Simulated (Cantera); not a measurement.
Input (Python, Cantera) and output of one run.

```python
import numpy as np
import cantera as ct

gas_names = """
    H HO2 H2 H2O H2O2 O OH O2 O3 Pb PbO Pb2
""".split()
cond_names = """
    H2O(s) H2O(L) Pb(cr) Pb(L) PbO(rd) PbO(yw) PbO(L) PbO2(s) Pb3O4(s)
""".split()


# ... load() reads the species with a 1 bar reference pressure and builds the phases ...
atoms = {
    'Pb': {'Pb': 1},
    'O2': {'O': 2},
    'H2': {'H': 2},
}
top_T = {'Pb3O4(s)': 820}  # K; cautious upper limits of use, not melting points


# ... equilibrate(T, P, feed) seeds the gas with the atoms and calls Mixture.equilibrate('TP', solver="vcs", rtol=1e-11, max_steps=5000) ...
results = []
feed = {'Pb': 1, 'O2': 0.0034, 'H2': 180}  # mol
P = 20000  # Pa
for T in [748, 798, 848, 898, 948, 998, 1048, 1098, 1148, 1198, 1248, 1298, 1348]:
    mix = equilibrate(T, P, feed)
    results.append((T, P, feed, dict(zip(mix.species_names, mix.species_moles))))

top = {s: max(r[3][s] / sum(r[3][g] for g in gas_names) for r in results) for s in gas_names}
cols = sorted((s for s in top if top[s] > 1e-06), key=lambda s: -top[s])[:8]
seen = [c for c in cond_names if any(r[3].get(c, 0) > 1e-12 for r in results)]
print("log10 of partial pressures in bar; condensed amounts in mol")
print(f"{'T/K':>10s}" + "".join(f"{s[:9]:>10s}" for s in cols + seen))
for T, P, feed, n in results:
    ng = sum(n[g] for g in gas_names)
    print(f"{T:10.4g}" + "".join(f"{np.log10(max(n[s] / ng * P / 1e5, 1e-99)):10.3f}" for s in cols)
          + "".join(f"{n.get(c, 0):10.4g}" for c in seen))
```

Result:

```
log10 of partial pressures in bar; condensed amounts in mol
       T/K        H2        Pb       H2O         H     Pb(L)
       748    -0.699    -8.058    -5.122   -12.890         1
       798    -0.699    -7.242    -5.122   -11.924    0.9999
       848    -0.699    -6.524    -5.122   -11.070    0.9997
       898    -0.699    -5.888    -5.122   -10.310    0.9988
       948    -0.699    -5.320    -5.122    -9.630    0.9957
       998    -0.699    -4.810    -5.122    -9.017    0.9861
      1048    -0.699    -4.350    -5.122    -8.462    0.9598
      1098    -0.699    -3.933    -5.122    -7.956    0.8948
      1148    -0.700    -3.553    -5.122    -7.495    0.7474
      1198    -0.700    -3.205    -5.123    -7.071    0.4368
      1248    -0.701    -2.957    -5.124    -6.681         0
      1298    -0.701    -2.957    -5.124    -6.321         0
      1348    -0.701    -2.957    -5.124    -5.986         0
```

Cantera equilibrium calculation (NASA polynomials, part measured and part estimated; ideal gas, pure solids and liquids).
